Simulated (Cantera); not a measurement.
Feed: 1 mol MgSO₄, 0.2 mol H₂, 0.015 mol O₂, at 1.00 bar.

These are equilibrium values from Cantera (NASA tables, ideal gas, pure condensed phases), not measurements of a reactor. Candidate condensed phases: H₂O, H₂SO₄, Mg, MgO, Mg(OH)₂, MgS, MgSO₄, S; 26 gas species. Equilibrium is a limit: real reactors are often held back by kinetics, nucleation or transport.

**Question.** At 1525 K, list the 5 most abundant gas species with their mole fractions, and the condensed phases.

**Answer.** SO₂ 0.612, O₂ 0.253, H₂O 0.124, SO₃ 0.0102, OH 0.000113. Condensed: MgO(s).
